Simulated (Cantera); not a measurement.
A closed system holds: 1 mol SiHCl3, 2.5 mol NH3, 5 mol N2, at 0.0270 bar.

Cantera equilibrium calculation (NASA polynomials, part measured and part estimated; ideal gas, pure solids and liquids). Candidate condensed phases: NH4Cl, Si, Si3N4; 28 gas species. Equilibrium is a limit: real reactors are often held back by kinetics, nucleation or transport.

Over these rows the condensed part is Si3N4(s). Partial pressures as log10 of bar:

```
T (K)  1000/T (1/K)  log p SiCl4  log p N2  log p H2  log p HCl
-----  ------------  -----------  --------  --------  ---------
898          1.1136        -3.61     -1.87     -2.15      -2.21
1048         0.9542        -3.78     -1.87     -2.16      -2.19
1198         0.8347        -3.93     -1.87     -2.17      -2.18
1348         0.7418        -4.09     -1.87     -2.17      -2.18
1498         0.6676            ?     -1.87     -2.15      -2.22
1648         0.6068        -5.15     -1.86     -2.12      -2.36
```

### Question
Fit log p(SiCl4) = a + b·(1000/T) to the five rows, give the apparent enthalpy, and predict the row at 1498 K.

### Answer
Means: 1000/T = 0.8502, log p = -4.112. Sxy = 0.414198, Sxx = 0.1514299, so b = 2.74 and a = -4.112 − (2.74)×0.8502 = -6.44.
Apparent enthalpy: −19.145 × (2.74) = -52 kJ/mol. With the condensed phases at unit activity, 1/3 Si3N4(s) + 4 HCl(g) = SiCl4(g) + 2/3 N2(g) + 2 H2(g) links this pressure to the main gases: over the six rows their terms move log p by -0.67 in all, so the slope isn't that reaction's ΔH° alone. The five rows lie within 0.37 of the line; that is curvature, so one enthalpy describes this range poorly.
Prediction at 1498 K: -6.44 + (2.74)×0.6676 = -4.61. The computed value is -4.42, 0.19 from the line.
